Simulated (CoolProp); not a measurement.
A closed Brayton cycle with dry air: compressor inlet 324.15 K and 7.1 MPa, high pressure 19.8 MPa, turbine inlet 925 K, compressor efficiency 0.89, turbine efficiency 0.93, recuperator effectiveness 0.95 (on enthalpy, no pinch check). Each further row changes one setting.

The numbers come from the reference Helmholtz-energy equation of state, Lemmon 2000 in CoolProp. It is a pseudo-pure fit of the blend.

```tsv
case	thermal efficiency (%)	net work (kJ/kg)	compressor to turbine work	compressor exit (K)	turbine exit (K)
as stated	(withheld)	103	0.56	449.8	723.0
turbine inlet 875 K	(withheld)	90.2	0.59	449.8	682.2
compressor inlet 334.15 K	39.3	98.5	(withheld)	(withheld)	723.0
high pressure 16.8 MPa	(withheld)	(withheld)	(withheld)	(withheld)	752.4
recuperator effectiveness 0.5	26.8	103	0.56	449.8	723.0
```

**Question.** Fill in the missing entries.

**Answer.** 
- as stated, thermal efficiency (%): 40.7
- turbine inlet 875 K, thermal efficiency (%): 38.0
- compressor inlet 334.15 K, compressor to turbine work: 0.58
- compressor inlet 334.15 K, compressor exit (K): 463.4
- high pressure 16.8 MPa, thermal efficiency (%): 42.0
- high pressure 16.8 MPa, net work (kJ/kg): 93.0
- high pressure 16.8 MPa, compressor to turbine work: 0.53
- high pressure 16.8 MPa, compressor exit (K): 427.2
